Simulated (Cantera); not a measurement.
Feed: 1 mol TEOS, 15 mol CO₂, 3.1 mol N₂O, at 100000 Pa.

Equilibrium computed with Cantera from the NASA thermochemical tables; the gas is ideal and each condensed phase is pure. Candidate condensed phases: C, C₆H₆, C₇H₈, C₈H₁₈, H₂O, Si, SiC, SiO₂, Si₂N₂O, Si₃N₄; 151 gas species. The feed counts by its element totals alone. The tables hold silica as quartz up to 1696 K and as liquid above; real silica turns to tridymite and cristobalite and melts near 1996 K. Gases not in the tables: Si(OH)₄. Kinetics and transport are ignored.

Task: Which condensed phases are stable at each of these points (T (K)): 523, 623, 723, 823, 923, 1023, 1123, 1223, 1323, 1423, 1523?

Result: 
| T (K) | condensed phases | Si condensed (%) |
|---|---|---|
| 523 | C(graphite) + SiO₂(α-quartz) | 100.0 |
| 623 | C(graphite) + SiO₂(α-quartz) | 100.0 |
| 723 | C(graphite) + SiO₂(α-quartz) | 100.0 |
| 823 | C(graphite) + SiO₂(α-quartz) | 100.0 |
| 923 | C(graphite) + SiO₂(β-quartz) | 100.0 |
| 1023 | SiO₂(β-quartz) | 100.0 |
| 1123 | SiO₂(β-quartz) | 100.0 |
| 1223 | SiO₂(β-quartz) | 100.0 |
| 1323 | SiO₂(β-quartz) | 100.0 |
| 1423 | SiO₂(β-quartz) | 100.0 |
| 1523 | SiO₂(β-quartz) | 100.0 |

From 523 K to 823 K the condensed part is C(graphite) + SiO₂(α-quartz). At 923 K the condensed part is C(graphite) + SiO₂(β-quartz). From 1023 K to 1523 K the condensed part is SiO₂(β-quartz).
